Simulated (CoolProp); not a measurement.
Vapour-liquid equilibrium of ethylene (1) + ethane (2) at 160.9 K; x and y are mole fractions of (1).

Model: multi-fluid Helmholtz-energy mixture model, Smukala 2000 and Bücker 2006; pair parameters Bell 2016, in CoolProp.

**Question.** Give the bubble pressure and the first vapour's composition at x = 0.575, 0.725, 0.95. Is there an azeotrope?

**Answer.** x = 0.575: 0.04497 MPa, y = 0.766; x = 0.725: 0.05008 MPa, y = 0.861; x = 0.95: 0.05793 MPa, y = 0.978. No azeotrope shows between x = 0.05 and 0.95.

Pair parameters are fitted to limited data, so mixtures are less certain than the pure fluids.
